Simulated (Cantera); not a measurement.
Input (Python, Cantera):

```python
import numpy as np
import cantera as ct

gas = ct.Solution("gri30.yaml")
gas.TPX = 1548, 540, {'CH4': 1, 'N2': 4.7}
reactor = ct.IdealGasConstPressureReactor(gas, energy="off", clone=False)
net = ct.ReactorNet([reactor])
net.rtol, net.atol = 1e-08, 1e-18
show = ['CH4', 'C2H6', 'H', 'CH2', 'CH3']
times = np.geomspace(0.0006, 7, 10)

steps = ct.SolutionArray(gas, extra=["t"])
rows = []
print(f"{'t/s':>10s}{'T/K':>9s}{'P/Pa':>11s}" + "".join(f"{s:>11s}" for s in show))
for t in times:
    while net.time < t:
        t_next = net.step()
        steps.append(gas.state, t=t_next)
    rows.append([np.interp(t, steps.t, y) for y in (steps.T, steps.P, *steps(*show).X.T)])
    print(f"{t:10.3e}{rows[-1][0]:9.1f}{rows[-1][1]:11.4g}" + "".join(f"{x:11.3e}" for x in rows[-1][2:]))
rate = np.gradient(steps.T, steps.t)
print("integrator steps:", len(steps.t))
if steps.T.max() > steps.T[0] + 200:
    print(f"time of steepest temperature rise: {steps.t[rate.argmax()]:.4e} s")
gas.TPX = 1548, 540, {'CH4': 1, 'N2': 4.7}
gas.equilibrate("TP")
print(f"equilibrium (TP): T = {gas.T:.1f} K  " + "  ".join(f"{s} {gas[s].X[0]:.3e}" for s in show))
```

Output:

```
       t/s      T/K       P/Pa        CH4       C2H6          H        CH2        CH3
 6.000e-04   1548.0        540  1.754e-01  9.342e-13  4.926e-08  5.915e-13  1.196e-06
 1.698e-03   1548.0        540  1.754e-01  2.285e-11  4.928e-08  3.873e-12  3.475e-06
 4.807e-03   1548.0        540  1.754e-01  5.110e-10  4.944e-08  2.705e-11  9.925e-06
 1.361e-02   1548.0        540  1.754e-01  1.036e-08  5.077e-08  2.029e-10  2.816e-05
 3.852e-02   1548.0        540  1.753e-01  1.734e-07  6.155e-08  1.557e-09  7.949e-05
 1.090e-01   1548.0        540  1.751e-01  2.110e-06  1.498e-07  1.165e-08  2.217e-04
 3.086e-01   1548.0        540  1.732e-01  1.786e-05  1.018e-06  7.747e-08  5.906e-04
 8.736e-01   1548.0        540  1.514e-01  6.162e-05  1.179e-05  2.746e-07  1.084e-03
 2.473e+00   1548.0        540  9.395e-02  2.622e-05  4.060e-05  2.090e-07  7.268e-04
 7.000e+00   1548.0        540  4.413e-02  6.642e-06  7.217e-05  1.302e-07  3.816e-04
integrator steps: 952
equilibrium (TP): T = 1548.0 K  CH4 5.500e-05  C2H6 5.513e-11  H 1.996e-04  CH2 7.803e-10  CH3 9.949e-07
```

Cantera simulation using GRI-Mech 3.0 (53 species, 325 reactions); the numbers are that mechanism's predictions, not measurements. GRI-Mech 3.0 stops at C3 and has no aromatics, soot or wall deposition, so with more carbon than oxygen in the feed, carbon stays in small species such as C2H2 where larger ones or solid carbon would form. Radical loss at walls, strong at low pressure, is not modelled.
